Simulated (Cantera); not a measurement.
Feed: 1 mol SiH4, a varied amount of NH3, 2.6 mol N2, held at 13300 Pa.

Equilibrium computed with Cantera from the NASA thermochemical tables; the gas is ideal and each condensed phase is pure. Candidate condensed phases: Si, Si3N4; 18 gas species. Mutual solubility and eutectic melting of coexisting phases are not modelled. Equilibrium is a limit: real reactors are often held back by kinetics, nucleation or transport.

Stable condensed phases, one row left out:

```
T in K \ n(NH3) in mol
         0.37 0.61    1  1.7  2.8  4.6  7.6   13
   2100     A    A    A    A    A    A    A    A
   1900     B    B    B    B    B    B    C    A
   1800     B    B    B    B    B    B    B    B
   1700     B    B    B    B    B    B    B    B
   1600     B    B    B    B    B    B    B    B
   1500     B    B    B    B    B    B    B    B
   1400     B    B    B    B    B    B    B    B
   1300     B    B    B    B    B    B    B    B
   1200     B    B    B    B    B    B    B    B
   1100     B    B    B    B    B    B    B    B
   1000     B    B    B    B    B    B    B    B
```

A: Si; B: Si3N4; C: Si + Si3N4.

Give the row for 2000 K.

0.37: Si; 0.61: Si; 1: Si; 1.7: Si; 2.8: Si; 4.6: Si; 7.6: Si; 13: Si.
